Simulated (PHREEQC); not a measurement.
Synthetic water in mg/L, 55 °C, pH 3.78, pe 8.7: Na 102; K 16.5; Ca 78.9; Mg 63; Cl 157; S(6) as SO4 471; Zn 0.0948; Pb 8.58; Cu(2) 0.109.

Valence states are taken as typed.

All values are PHREEQC results (ion-association model, wateq4f.dat), not measurements.

Precipitation was switched off in this run.

Q: Predict the ionic strength.

A: ionic strength 0.0180 mol/kgw.

Q: In which forms is Mg present?

A: Mg+2 65 %, MgSO4 35 % of the Mg.

Away from 25 °C the constants follow the database's enthalpies or fits; those with neither stay at their 25 °C values.
